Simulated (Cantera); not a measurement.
**Equilibrium for fluorocarbon and chlorocarbon gases: CH₃Cl + H₂**

Feed: 1 mol CH₃Cl, 0.23 mol H₂, equilibrated at 3.40 mbar.

These are equilibrium values from Cantera (NASA tables, ideal gas, pure condensed phases), not measurements of a reactor. Candidate condensed phases: C, C₆H₆, C₇H₈, C₈H₁₈; 91 gas species. Kinetics and transport are ignored.

| T (K) | x H₂ | x HCl | x H | x Cl | x C₂H₂ (acetylene) | n C(graphite) |
|---|---|---|---|---|---|---|
| 1850 | 0.547 | 0.442 | 0.00683 | 0.00419 | 0.000143 | 0.999 |
| 1950 | 0.542 | 0.435 | 0.0145 | 0.00870 | 0.000296 | 0.999 |
| 2050 | 0.533 | 0.422 | 0.0284 | 0.0166 | 0.000566 | 0.997 |
| 2150 | 0.517 | 0.401 | 0.0520 | 0.0295 | 0.00100 | 0.995 |
| 2250 | 0.492 | 0.369 | 0.0893 | 0.0485 | 0.00165 | 0.992 |
| 2350 | 0.454 | 0.325 | 0.144 | 0.0740 | 0.00250 | 0.987 |
| 2450 | 0.402 | 0.271 | 0.218 | 0.105 | 0.00351 | 0.980 |
x: gas mole fraction; n: condensed amount in mol.

From 1850 K to 2450 K the condensed part is C(graphite). The main C-bearing gas is C₂H₂ (acetylene) throughout.
